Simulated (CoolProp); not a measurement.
Saturated liquid density (kg/m³) of decamethylcyclopentasiloxane (D5): the reference equation beside estimates from Tc = 345.1 °C, pc = 1.078 MPa, ω = 0.631.

The numbers come from the reference Helmholtz-energy equation of state, Thol 2019 in CoolProp.

```
T (°C)  reference  van der Waals  Redlich-Kwong  Soave-Redlich-Kwong
------  ---------  -------------  -------------  -------------------
55.55       921.0          500.4          741.4                788.6
78.25       896.8          489.2          722.6                773.8
100.95      872.4          477.5          702.4                757.4
123.75      847.4          465.0          680.7                739.2
146.45      821.9          451.7          657.5                718.9
169.15      795.5          437.6          632.5                696.1
191.85      767.8          422.4          605.3                670.4
214.55      738.3          405.9          575.7                641.2
```

Absolute difference from the reference over all 8 rows, mean and median: van der Waals 45.2 and 45.1 %, Redlich-Kwong 20.2 and 19.8 %, Soave-Redlich-Kwong 13.1 and 13.0 %.
